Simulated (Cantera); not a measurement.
Input: 1 mol Al, 0.014 mol Cl2, 0.078 mol H2, held at 0.960 bar.

These are equilibrium values from Cantera (NASA tables, ideal gas, pure condensed phases), not measurements of a reactor. Candidate condensed phases: Al, AlCl3; 12 gas species. The tables' values for AlCl2 are old estimates; treat these amounts as uncertain. Equilibrium is a limit: real reactors are often held back by kinetics, nucleation or transport. All values below are at 900 K.

Base state: H2 0.897, AlCl3 0.0982, Al2Cl6 0.00434, AlCl 0.000432, AlCl2 0.000342, HCl 1.03e-5 (mole fractions); condensed: Al(s).

Question: What changes in the equilibrium state with this change: pressure from 0.960 bar to 0.460 bar?

Answer: 
```tsv
species	before	after
H2	0.897	0.895
AlCl3	0.0982	0.102
Al2Cl6	0.00434	0.00224
AlCl	0.000432	0.000714
AlCl2	0.000342	0.000448
Al(s), mol	0.991	0.991
```

Question: What changes in the equilibrium state with this change: H2 from 0.078 to 0.73 mol?

Answer: 
```json
[
 {"species": "H2", "before": "0.897", "after": "0.987"},
 {"species": "AlCl3", "before": "0.0982", "after": "0.0124"},
 {"species": "AlCl", "before": "0.000432", "after": "0.000216"},
 {"species": "Al2Cl6", "before": "0.00434", "after": "6.86e-5"},
 {"species": "AlCl2", "before": "0.000342", "after": "8.59e-5"},
 {"species": "HCl", "before": "1.03e-5", "after": "5.41e-6"},
 {"species": "Al(s), mol", "before": "0.991", "after": "0.991"}
]
```
